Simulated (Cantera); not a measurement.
**Thermodynamics of calcination and drying, feed MgSO₄ + H₂O + CO₂**

Feed: 1 mol MgSO₄, 0.91 mol H₂O, 0.031 mol CO₂, at 1 atm.

Cantera equilibrium calculation (NASA polynomials, part measured and part estimated; ideal gas, pure solids and liquids). Candidate condensed phases: C, C₆H₆, C₇H₈, C₈H₁₈, H₂O, H₂SO₄, Mg, MgCO₃, MgO, Mg(OH)₂, MgS, MgSO₄, S; 130 gas species. Mutual solubility and eutectic melting of coexisting phases are not modelled. Equilibrium is a limit: real reactors are often held back by kinetics, nucleation or transport.

```tsv
T (K)	log p H₂O	log p SO₂	log p O₂	log p CO₂	log p SO₃	n MgO(s)	n MgSO₄(s)
1098	-0.01	-2.44	-2.74	-1.48	-4.00	0.00350	0.996
1198	-0.03	-1.46	-1.76	-1.50	-2.92	0.0355	0.965
1298	-0.20	-0.63	-0.94	-1.67	-2.01	0.347	0.653
1398	-0.42	-0.39	-0.69	-1.89	-1.92	1.00	0
1498	-0.42	-0.39	-0.69	-1.89	-2.16	1.00	0
1598	-0.42	-0.39	-0.69	-1.89	-2.36	1.000	0
1698	-0.42	-0.38	-0.69	-1.89	-2.54	1.000	0
1798	-0.42	-0.38	-0.69	-1.89	-2.70	1.000	0
1898	-0.42	-0.38	-0.69	-1.89	-2.85	1.000	0
1998	-0.43	-0.38	-0.69	-1.89	-2.97	1.000	0
```
log p: log10 of the partial pressure in bar; n: condensed amount in mol.

From 1098 K to 1298 K the condensed part is MgO(s) + MgSO₄(s). From 1398 K to 1998 K the condensed part is MgO(s).
